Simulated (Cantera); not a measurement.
Feed: 1 mol SiH4, 0.058 mol C2H2, 1100 mol H2, equilibrated at 2000 K and 28.5 Torr.

These are equilibrium values from Cantera (NASA tables, ideal gas, pure condensed phases), not measurements of a reactor. Candidate condensed phases: C, C6H6, C7H8, C8H18, Si, SiC; 87 gas species. Gases not in the tables: Si2H6 and higher silanes. Rates play no part.

Base state: H2 0.991, H 0.00830, Si 0.000644, SiH 8.48e-5, SiH2 5.92e-5, Si2C 1.77e-5 (mole fractions); condensed: SiC(s).

### Question
What changes in the equilibrium state with this change: temperature from 2000 K to 2398 K?

### Answer
| species | before | after |
|---|---|---|
| H2 | 0.991 | 0.921 |
| H | 0.00830 | 0.0776 |
| Si | 0.000644 | 0.000812 |
| Si2C | 1.77e-5 | 5.92e-7 |
| C2H2 (acetylene) | 7.24e-6 | 4.80e-5 |
| SiH2 | 5.92e-5 | 9.25e-6 |
| SiC(s), mol | 0.0778 | 0 |

### Question
What changes in the equilibrium state with this change: temperature from 2000 K to 2073.15 K?

### Answer
```csv
species,before,after
H2,0.991,0.986
H,0.00830,0.0134
Si,0.000644,0.000731
C2H2 (acetylene),7.24e-6,3.98e-5
SiH2,5.92e-5,4.35e-5
"SiC(s), mol",0.0778,0
```
